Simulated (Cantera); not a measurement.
Charge: 1 mol Al, 5.6 mol H2O, 1.3 mol H2, 0.9 mol NH3, held at 2100 K and 495 Torr.

Equilibrium computed with Cantera from the NASA thermochemical tables; the gas is ideal and each condensed phase is pure. Candidate condensed phases: Al, AlN, Al2O3, H2O; 35 gas species. Gases not in the tables: Al(OH)3. Rates play no part.

Base state: H2 0.475, H2O 0.470, N2 0.0516, H 0.00264, OH 0.000311 (mole fractions); condensed: Al2O3(s).

Problem. What changes in the equilibrium state with this change: temperature from 2100 K to 1323.15 K?

Solution. 
| species | before | after |
|---|---|---|
| H2 | 0.475 | 0.477 |
| H2O | 0.470 | 0.471 |
| N2 | 0.0516 | 0.0517 |
| H | 0.00264 | 1.35e-6 |
| OH | 0.000311 | 1.93e-8 |
| Al2O3(s), mol | 0.500 | 0.500 |
